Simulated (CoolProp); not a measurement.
Vapour-liquid equilibrium of cyclohexane (1) + ethylbenzene (2) at 0.0212 MPa; x and y are mole fractions of (1).

Computed with CoolProp (multi-fluid Helmholtz-energy mixture model, Zhou 2014 and Zhou 2012; pair parameters Bell 2016).

Question: Give the bubble temperature and the first vapour's composition at x = 0.05, 0.65, 0.8. Is there an azeotrope?

Answer: x = 0.05: 352.2 K, y = 0.273; x = 0.65: 317.0 K, y = 0.933; x = 0.8: 313.6 K, y = 0.964. No azeotrope shows between x = 0.05 and 0.95.

Pair parameters are fitted to limited data, so mixtures are less certain than the pure fluids.
